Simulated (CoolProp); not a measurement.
500 sccm (0 °C, 1 atm) of nitrogen bubbles through liquid water at 290.5 K and leaves saturated at a total pressure of 0.039 MPa (ideal gas phase). Each further row changes one setting.

The numbers come from the reference Helmholtz-energy equation of state, Wagner 2002 in CoolProp.

```
case                      vapour pressure (kPa)  mole fraction of vapour  delivery (mg/min)  delivery (sccm)  change of delivery for a bath 1 K warmer (%)
------------------------  ---------------------  -----------------------  -----------------  ---------------  --------------------------------------------
as stated                                  1.98                   0.0508               21.5             26.8                                           6.9
bath temperature 295.5 K                   2.70                   0.0693               29.9             37.2                                           6.7
total pressure 0.078 MPa                   1.98                   0.0254               10.5             13.0                                           6.7
```
